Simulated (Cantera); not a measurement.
Standard-state values (1 bar) from the NASA 1993 polynomials, evaluated with Cantera. Values are per mole of reaction as written; species without (g) are pure solids or liquids, kept so even where they would boil at 1 bar.

2 C + 2 NO(g) ⇌ 2 CO(g) + N2(g)

| T (K) | ΔH° (kJ) | ΔS° (J/K) | ΔG° (kJ) | log10 K |
|---|---|---|---|---|
| 1823 | … | … | … | … |
| 1923 | -419.6 | 142.3 | -693.3 | 18.83 |
| 2023 | … | … | … | … |
| 2123 | -422.7 | 140.8 | -721.6 | 17.75 |
| 2223 | … | … | … | … |
| 2323 | -425.8 | 139.4 | -749.6 | 16.86 |
| 2423 | -427.4 | 138.7 | -763.5 | 16.46 |
| 2523 | … | … | … | … |
| 2623 | -430.6 | 137.5 | -791.1 | 15.75 |
| 2723 | -432.2 | 136.9 | -804.9 | 15.44 |

### Question
Some entries are withheld; supply them.

### Answer

- 1823, ΔH° (kJ): -418.1
- 1823, ΔS° (J/K): 143.1
- 1823, ΔG° (kJ): -679.0
- 1823, log10 K: 19.46
- 2023, ΔH° (kJ): -421.1
- 2023, ΔS° (J/K): 141.5
- 2023, ΔG° (kJ): -707.5
- 2023, log10 K: 18.27
- 2223, ΔH° (kJ): -424.2
- 2223, ΔS° (J/K): 140.1
- 2223, ΔG° (kJ): -735.6
- 2223, log10 K: 17.29
- 2523, ΔH° (kJ): -429.0
- 2523, ΔS° (J/K): 138.1
- 2523, ΔG° (kJ): -777.4
- 2523, log10 K: 16.09
